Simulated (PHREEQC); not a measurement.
A solution holds 0.056 mol/kgw NH4Cl, 0.0033 mol/kgw KOH and 0.0024 mol/kgw KCl, at 25 °C. Closed to the air; pH follows from the charge balance.

The numbers come from PHREEQC with the ion-association model, wateq4f.dat.

```
quantity                  before    after
------------------------  ------  -------
pH                          8.13    11.48
ionic strength (mol/kgw)  0.0584  0.00570
```

Q: Which change was made?
(A) NH4Cl left out
(B) KOH replaced by KHCO3 at the same molality
(C) NH4Cl from 0.056 to 0.0504 mol/kgw
(D) KCl replaced by AlCl3 at the same molality
(E) temperature from 25 to 30 °C

A: A, NH4Cl left out

This is a speciation only: nothing precipitates in the calculation.
